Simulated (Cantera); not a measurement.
An adiabatic, constant-pressure homogeneous reactor starts with CO : H2 : CH4 : O2 : N2 : H2O = 1 : 0.051 : 0.087 : 0.368 : 1.38 : 0.62 (molar parts), at 1675 K and 78000 Pa.

Cantera simulation using GRI-Mech 3.0 (53 species, 325 reactions); the numbers are that mechanism's predictions, not measurements.

### Question
Predict: time of steepest temperature rise; temperature at 0.100 s; equilibrium temperature; x(CO) at 0.100 s; x(H2) at 0.100 s; x(CH2O) at 0.100 s.

### Answer
- time of steepest temperature rise: 0.100 ms
- temperature at 0.100 s: 2650 K
- equilibrium temperature: 2650 K
- x(CO) at 0.100 s: 0.177 (gas-phase equilibrium 0.177)
- x(H2) at 0.100 s: 0.0372 (gas-phase equilibrium 0.0372)
- x(CH2O) at 0.100 s: 2.05e-9 (gas-phase equilibrium 2.05e-9)
